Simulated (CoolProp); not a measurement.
Aqueous sodium chloride as a coolant, at -4 °C, 1 atm.

Model: Melinder's fits for secondary coolants, in CoolProp.

```csv
mass %,freezing point (°C),cp (kJ/(kg K)),density (kg/m³),conductivity (W/(m K)),Prandtl number
9.4,-6.1,3.704,1073,0.549,15.7
11.1,-7.4,3.638,1086,0.548,16.0
12.8,-8.9,3.579,1100,0.547,16.4
14.5,-10.4,3.525,1114,0.546,16.9
16.2,-12.1,3.475,1127,0.545,17.5
17.9,-14.0,3.429,1141,0.544,18.2
```
